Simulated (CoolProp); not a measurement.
Vapour-liquid equilibrium of methane (1) + ethane (2) at 145.2 K; x and y are mole fractions of (1).

Values from CoolProp's multi-fluid Helmholtz-energy mixture model, Setzmann 1991 and Bücker 2006; pair parameters Kunz 2012.

```
x      bubble pressure (MPa)  y at the bubble point  dew pressure at overall composition x (MPa)  liquid density (mol/L)
-----  ---------------------  ---------------------  -------------------------------------------  ----------------------
0.05                 0.05869                  0.895                                     0.006618                   19.87
0.125                 0.1333                  0.956                                     0.007184                   20.20
0.2                   0.2034                  0.972                                     0.007856                   20.53
0.275                 0.2692                  0.980                                     0.008666                   20.86
0.35                  0.3314                  0.985                                     0.009663                   21.18
0.425                 0.3903                  0.988                                      0.01092                   21.50
0.5                   0.4467                  0.990                                      0.01255                   21.80
0.575                 0.5011                  0.992                                      0.01475                   22.09
0.65                  0.5546                  0.993                                      0.01789                   22.35
0.725                 0.6081                  0.995                                      0.02271                   22.59
0.8                   0.6628                  0.996                                      0.03112                   22.78
0.875                 0.7206                  0.998                                      0.04936                   22.91
0.95                  0.7840                  0.999                                       0.1190                   22.94
```

No azeotrope shows between x = 0.05 and 0.95.

The pair parameters rest on a limited set of measurements; away from them the model extrapolates. The gap from Raoult's law changes sign with composition, which may be real or a fault of the pair parameters; it wasn't checked against measurements.
